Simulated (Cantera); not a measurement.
Input: 1 mol C2F6, 0.46 mol HCl, 0.61 mol F2, equilibrated at 0.0353 Torr.

Equilibrium computed with Cantera from the NASA thermochemical tables; the gas is ideal and each condensed phase is pure. Candidate condensed phases: C, C6H6, C7H8, C8H18; 118 gas species. The feed counts by its element totals alone. Equilibrium is a limit: real reactors are often held back by kinetics, nucleation or transport. All values below are at 2325 K.

Base state: F 0.848, Cl 0.0607, HF 0.0604, CF 0.0155, CF2 0.0143, C3 0.000562, C 0.000266, H 0.000235 (mole fractions); condensed: C(graphite).

Q: What changes in the equilibrium state with this change: HCl from 0.46 to 0.029 mol?

A: 
```json
[
 {"species": "F", "before": "0.848", "after": "0.955"},
 {"species": "CF2", "before": "0.0143", "after": "0.0181"},
 {"species": "CF", "before": "0.0155", "after": "0.0174"},
 {"species": "Cl", "before": "0.0607", "after": "0.00407"},
 {"species": "HF", "before": "0.0604", "after": "0.00406"},
 {"species": "H", "before": "0.000235", "after": "1.40e-5"},
 {"species": "C2", "before": "5.01e-5", "after": "5.01e-5"},
 {"species": "C3", "before": "0.000562", "after": "0.000562"},
 {"species": "C(graphite), mol", "before": "1.76", "after": "1.73"}
]
```
